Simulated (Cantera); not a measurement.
C₂H₄ + H₂O + H₂ (carbon deposition, reforming and gasification)

Feed: 1 mol C₂H₄, 1.6 mol H₂O, a varied amount of H₂, held at 9500000 Pa.

Cantera equilibrium calculation (NASA polynomials, part measured and part estimated; ideal gas, pure solids and liquids). Candidate condensed phases: C, C₆H₆, C₇H₈, C₈H₁₈, H₂O; 110 gas species. The ideal-gas law is rough above about 30 bar. The numbers say what is thermodynamically allowed, not how fast it happens.

Stable condensed phases:

```
T in °C \ n(H₂) in mol
         2.5 3.5 4.8 6.7 9.3  13  18  25  35  48  67
   1677    A   A   A   A   B   B   B   B   B   B   B
   1652    A   A   A   A   B   B   B   B   B   B   B
   1627    A   A   A   B   B   B   B   B   B   B   B
   1602    A   A   A   B   B   B   B   B   B   B   B
   1577    A   A   A   B   B   B   B   B   B   B   B
   1552    A   A   A   B   B   B   B   B   B   B   B
   1527    A   A   B   B   B   B   B   B   B   B   B
   1502    A   A   B   B   B   B   B   B   B   B   B
   1477    A   A   B   B   B   B   B   B   B   B   B
```

A: C; B: gas only.
